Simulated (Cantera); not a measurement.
## Silicon nitride deposition: SiH4 + NH3

Feed: 1 mol SiH4, 1.5 mol NH3, at 940 Pa.

Method: chemical equilibrium by Gibbs-energy minimisation in Cantera with the NASA 1993 tables (ideal gas, pure condensed phases). Candidate condensed phases: Si, Si3N4; 18 gas species. Mutual solubility and eutectic melting of coexisting phases are not modelled. The tables' values for SiN are old estimates; treat these amounts as uncertain. Gases not in the tables: Si2H6 and higher silanes. Equilibrium is a limit: real reactors are often held back by kinetics, nucleation or transport.

From 1000 °C to 1250 °C the condensed part is Si3N4(s). From 1300 °C to 1400 °C the condensed part is Si(s) + Si3N4(s). From 1450 °C to 1650 °C the condensed part is Si(l).

```
T (°C)   x H2    x N2       x H      x Si     x SiH    x SiH2    x Si2N  n Si3N4(s)  n Si(s)  n Si(l)
------  -----  ------  --------  --------  --------  --------  --------  ----------  -------  -------
1000    0.981  0.0192   7.28e-6  2.32e-11  2.15e-11  5.65e-10    <1e-12       0.333        0        0
1050    0.981  0.0192   1.62e-5  2.76e-10  1.94e-10   3.23e-9    <1e-12       0.333        0        0
1100    0.981  0.0192   3.40e-5   2.73e-9   1.49e-9   1.62e-8  7.14e-12       0.333        0        0
1150    0.981  0.0192   6.78e-5   2.29e-8   9.87e-9   7.28e-8  1.08e-10       0.333        0        0
1200    0.981  0.0192  0.000129   1.66e-7   5.74e-8   2.94e-7   1.34e-9       0.333        0        0
1250    0.981  0.0192  0.000236   1.06e-6   2.97e-7   1.08e-6   1.41e-8       0.333        0        0
1300    0.980  0.0198  0.000415   5.85e-6   1.35e-6   3.60e-6   1.24e-7       0.332  0.00384        0
1350    0.952  0.0470  0.000696   1.66e-5   3.16e-6   6.16e-6   4.75e-7       0.270    0.190        0
1400    0.893   0.106   0.00111   4.44e-5   6.88e-6   9.84e-6   1.67e-6       0.123    0.630        0
1450    0.848   0.150   0.00173  0.000105   1.34e-5   1.44e-5   3.87e-6           0        0    0.999
1500    0.847   0.150   0.00270  0.000227   2.50e-5   2.09e-5   6.77e-6           0        0    0.999
1550    0.846   0.150   0.00411  0.000470   4.48e-5   2.97e-5   1.15e-5           0        0    0.997
1600    0.843   0.149   0.00611  0.000938   7.78e-5   4.14e-5   1.88e-5           0        0    0.994
1650    0.840   0.149   0.00891   0.00180  0.000131   5.65e-5   3.01e-5           0        0    0.989
```
x: gas mole fraction; n: condensed amount in mol.
